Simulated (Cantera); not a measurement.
Input (Python, Cantera):

```python
import numpy as np
import cantera as ct

gas = ct.Solution("gri30.yaml")
gas.TPX = 1650, 13332, {'CH4': 1, 'CO2': 1.8, 'H2': 0.73}
reactor = ct.IdealGasConstPressureReactor(gas, energy="off", clone=False)
net = ct.ReactorNet([reactor])
net.rtol, net.atol = 1e-08, 1e-18
show = ['CH4', 'CO2', 'H2', 'CO', 'C2H2']
times = np.geomspace(1e-05, 20, 9)

steps = ct.SolutionArray(gas, extra=["t"])
rows = []
print(f"{'t/s':>10s}{'T/K':>9s}{'P/Pa':>11s}" + "".join(f"{s:>11s}" for s in show))
for t in times:
    while net.time < t:
        t_next = net.step()
        steps.append(gas.state, t=t_next)
    rows.append([np.interp(t, steps.t, y) for y in (steps.T, steps.P, *steps(*show).X.T)])
    print(f"{t:10.3e}{rows[-1][0]:9.1f}{rows[-1][1]:11.4g}" + "".join(f"{x:11.3e}" for x in rows[-1][2:]))
rate = np.gradient(steps.T, steps.t)
print("integrator steps:", len(steps.t))
if steps.T.max() > steps.T[0] + 200:
    print(f"time of steepest temperature rise: {steps.t[rate.argmax()]:.4e} s")
gas.TPX = 1650, 13332, {'CH4': 1, 'CO2': 1.8, 'H2': 0.73}
gas.equilibrate("TP")
print(f"equilibrium (TP): T = {gas.T:.1f} K  " + "  ".join(f"{s} {gas[s].X[0]:.3e}" for s in show))
```

It prints:

```
       t/s      T/K       P/Pa        CH4        CO2         H2         CO       C2H2
 1.000e-05   1650.0  1.333e+04  2.833e-01  5.099e-01  2.068e-01  1.214e-07  3.775e-15
 6.132e-05   1650.0  1.333e+04  2.832e-01  5.099e-01  2.068e-01  1.992e-06  1.348e-11
 3.761e-04   1650.0  1.333e+04  2.830e-01  5.098e-01  2.069e-01  5.707e-05  3.124e-08
 2.306e-03   1650.0  1.333e+04  2.801e-01  5.076e-01  2.071e-01  1.646e-03  6.459e-05
 1.414e-02   1650.0  1.333e+04  2.478e-01  4.781e-01  2.200e-01  2.035e-02  8.739e-03
 8.672e-02   1650.0  1.333e+04  1.315e-01  3.281e-01  2.412e-01  1.248e-01  5.479e-02
 5.318e-01   1650.0  1.333e+04  2.118e-02  1.136e-01  2.247e-01  3.122e-01  8.152e-02
 3.261e+00   1650.0  1.333e+04  1.031e-02  6.661e-02  3.173e-01  4.080e-01  3.211e-02
 2.000e+01   1650.0  1.333e+04  2.062e-03  4.149e-02  3.817e-01  4.631e-01  1.695e-03
integrator steps: 1302
equilibrium (TP): T = 1650.0 K  CH4 3.865e-09  CO2 3.942e-02  H2 3.883e-01  CO 4.669e-01  C2H2 3.772e-13
```

Computed with Cantera and GRI-Mech 3.0 (53 species, 325 reactions).
